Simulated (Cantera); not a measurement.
Input (Python, Cantera) and output of one run.

```python
import numpy as np
import cantera as ct

gas_names = """
    H HO2 H2 H2O H2O2 H2S H2SO4 O OH O2 O3 S SH SO SO2 SO3 S2 S2O S8
""".split()
cond_names = """
    H2O(s) H2O(L) H2SO4(L) S(cr1) S(cr2) S(L)
""".split()


# ... load() reads the species with a 1 bar reference pressure and builds the phases ...
atoms = {
    'H2S': {'H': 2, 'S': 1},
    'H2': {'H': 2},
    'O2': {'O': 2},
}
top_T = {}  # K; cautious upper limits of use, not melting points


# ... equilibrate(T, P, feed) seeds the gas with the atoms and calls Mixture.equilibrate('TP', solver="vcs", rtol=1e-11, max_steps=5000) ...
results = []
T = 898.15  # K
P = 66000  # Pa
for m in [0.16, 0.31, 0.57, 1.1, 2, 3.7, 6.8]:
    feed = {'H2S': 1, 'H2': 0.66, 'O2': m}  # mol
    mix = equilibrate(T, P, feed)
    results.append((T, P, feed, dict(zip(mix.species_names, mix.species_moles))))

top = {s: max(r[3][s] / sum(r[3][g] for g in gas_names) for r in results) for s in gas_names}
cols = sorted((s for s in top if top[s] > 1e-05), key=lambda s: -top[s])[:8]
seen = [c for c in cond_names if any(r[3].get(c, 0) > 1e-12 for r in results)]
print("log10 of partial pressures in bar; condensed amounts in mol")
print(f"{'n(O2)':>10s}" + "".join(f"{s[:9]:>10s}" for s in cols + seen))
for T, P, feed, n in results:
    ng = sum(n[g] for g in gas_names)
    print(f"{feed['O2']:10.4g}" + "".join(f"{np.log10(max(n[s] / ng * P / 1e5, 1e-99)):10.3f}" for s in cols)
          + "".join(f"{n.get(c, 0):10.4g}" for c in seen))
```

Output:

```
log10 of partial pressures in bar; condensed amounts in mol
     n(O2)        O2       H2O       H2S       SO2        H2       SO3        S2       S2O
      0.16   -23.102    -0.895    -0.401    -8.083    -0.869   -18.798    -4.392    -8.547
      0.31   -20.855    -0.609    -0.406    -5.002    -1.707   -14.593    -2.727    -5.758
      0.57   -18.443    -0.432    -0.676    -1.832    -2.735   -10.217    -1.210    -3.035
       1.1   -17.506    -0.380    -1.134    -0.936    -3.152    -8.853    -1.293    -2.649
         2    -2.386    -0.388   -23.651    -0.767   -10.720    -1.124   -31.192   -24.989
       3.7    -0.626    -0.578   -27.152    -1.436   -11.790    -0.913   -36.052   -28.969
       6.8    -0.380    -0.819   -28.100    -1.775   -12.154    -1.128   -37.221   -30.015
```

Method: chemical equilibrium by Gibbs-energy minimisation in Cantera with the NASA 1993 tables (ideal gas, pure condensed phases). Gases not in the tables: S3 to S7.
